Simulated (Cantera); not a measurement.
A closed system holds: 1 mol Si, 0.013 mol N2O, 15 mol N2, held at 0.100 bar.

Equilibrium computed with Cantera from the NASA thermochemical tables; the gas is ideal and each condensed phase is pure. Candidate condensed phases: Si, SiO2, Si2N2O, Si3N4; 16 gas species. Mutual solubility and eutectic melting of coexisting phases are not modelled. Equilibrium is a limit: real reactors are often held back by kinetics, nucleation or transport.

Task: Which condensed phases are stable at each of these points (T (K)): 1198, 1273, 1348, 1423, 1498, 1573, 1648, 1723, 1798?

Result: 
| T (K) | condensed phases | Si condensed (%) |
|---|---|---|
| 1198 | Si2N2O(s) + Si3N4(s) | 100.0 |
| 1273 | Si2N2O(s) + Si3N4(s) | 100.0 |
| 1348 | Si2N2O(s) + Si3N4(s) | 100.0 |
| 1423 | Si2N2O(s) + Si3N4(s) | 100.0 |
| 1498 | Si2N2O(s) + Si3N4(s) | 100.0 |
| 1573 | Si2N2O(s) + Si3N4(s) | 100.0 |
| 1648 | Si2N2O(s) + Si3N4(s) | 99.9 |
| 1723 | Si2N2O(s) + Si3N4(s) | 99.6 |
| 1798 | Si3N4(s) | 98.7 |

From 1198 K to 1723 K the condensed part is Si2N2O(s) + Si3N4(s). At 1798 K the condensed part is Si3N4(s).
